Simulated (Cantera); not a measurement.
**Diamond growth**

A diamond (100) surface in a fixed gas of H2 with x(CH4) = 0.0042, x(H) = 0.026, x(CH3) = 9.6e-05, 0.260 bar; coverages are run to steady state.

Model: the Harris–Goodwin 1993 mechanism for the reconstructed diamond (100) surface, integrated in Cantera.

| T (K) | growth (µm/h) | θ c6HH | θ c6H* | θ c6*H | θ c6** | θ c6HM |
|---|---|---|---|---|---|---|
| 925 | 9.12 | 0.665 | 0.0135 | 0.312 | 0.00560 | 0.00279 |
| 975 | 11.9 | 0.618 | 0.0175 | 0.353 | 0.00832 | 0.00225 |
| 1025 | 14.9 | 0.573 | 0.0220 | 0.391 | 0.0118 | 0.00183 |
| 1075 | 18.1 | 0.530 | 0.0268 | 0.425 | 0.0162 | 0.00150 |
| 1125 | 21.3 | 0.491 | 0.0319 | 0.454 | 0.0215 | 0.00122 |
| 1175 | 24.1 | 0.454 | 0.0372 | 0.479 | 0.0278 | 0.000990 |
| 1225 | 25.8 | 0.421 | 0.0426 | 0.500 | 0.0349 | 0.000771 |
| 1275 | 25.3 | 0.391 | 0.0480 | 0.518 | 0.0429 | 0.000558 |
| 1325 | 22.6 | 0.363 | 0.0533 | 0.531 | 0.0518 | 0.000361 |
| 1375 | 18.6 | 0.338 | 0.0585 | 0.542 | 0.0613 | 0.000207 |
θ: site fractions in the mechanism's names (c6HH fully hydrogenated, c6H* and c6*H radical sites, c6** diradical, c6HM methylated).
